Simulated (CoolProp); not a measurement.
Vapour-liquid equilibrium of n-heptane (1) + m-xylene (2) at 0.748 bar; x and y are mole fractions of (1).

Computed with CoolProp (multi-fluid Helmholtz-energy mixture model, Span 2003 and Zhou 2012; pair parameters Bell 2016).

```csv
x,bubble temperature (K),y at the bubble point,dew temperature at overall composition x (K),liquid density (mol/L)
0.05,396.6,0.164,399.9,7.181
0.15,389.4,0.390,397.1,7.096
0.25,383.8,0.539,394.0,7.000
0.35,379.4,0.645,390.7,6.898
0.45,375.7,0.727,387.2,6.793
0.55,372.6,0.793,383.4,6.687
0.65,369.7,0.848,379.2,6.582
0.75,367.2,0.897,374.6,6.477
0.85,364.8,0.941,369.7,6.375
0.95,362.6,0.981,364.3,6.274
```

No azeotrope shows between x = 0.05 and 0.95.

The pair parameters rest on a limited set of measurements; away from them the model extrapolates.
